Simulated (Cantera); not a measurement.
Ignition delay

Mixture: 8.44 % CH4, 18.3 % O2, 68.9 % N2, 4.30 % H2O, at 0.660 bar, adiabatic and at constant pressure. Ignition delay is the time to a rise of 400 K.

Cantera simulation using GRI-Mech 3.0 (53 species, 325 reactions); the numbers are that mechanism's predictions, not measurements.

```json
[
 {"T0 (K)": "1223", "delay (ms)": "50.2"},
 {"T0 (K)": "1298", "delay (ms)": "18.1"},
 {"T0 (K)": "1373", "delay (ms)": "7.03"},
 {"T0 (K)": "1448", "delay (ms)": "2.96"},
 {"T0 (K)": "1523", "delay (ms)": "1.36"},
 {"T0 (K)": "1598", "delay (ms)": "0.689"},
 {"T0 (K)": "1673", "delay (ms)": "0.379"}
]
```

```yaml
apparent activation energy between 1523 and 1673 K: 180 kJ/mol
```
